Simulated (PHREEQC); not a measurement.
**Copper plating or etch bath: speciation**

Solution (5.5 °C): 0.015 mol/kgw CuCl2, 3.6e-05 mol/kgw HCl and 0.24 mol/kgw Na2SO4. Closed to the air; pH follows from the charge balance.

Computed with PHREEQC (ion-association model, wateq4f.dat).

```
Item                       Result
-----------------  --------------
pH                           5.06
ionic strength      0.605 mol/kgw
activity of water           0.988
total alkalinity   -0.0360 meq/kg
```

| species | molality | activity | log γ |
|---|---|---|---|
| Na+ | 0.417 | 0.298 | -0.146 |
| SO4-2 | 0.168 | 0.0333 | -0.703 |
| NaSO4- | 0.0634 | 0.0436 | -0.163 |
| Cl- | 0.0300 | 0.0192 | -0.195 |
| CuSO4 | 0.00832 | 0.00956 | 0.060 |
| Cu+2 | 0.00663 | 0.00162 | -0.611 |
| CuCl+ | 4.68e-5 | 3.01e-5 | -0.191 |
| HSO4- | 2.92e-5 | 1.93e-5 | -0.180 |

Precipitation was switched off in this run. Away from 25 °C the constants follow the database's enthalpies or fits; those with neither stay at their 25 °C values.
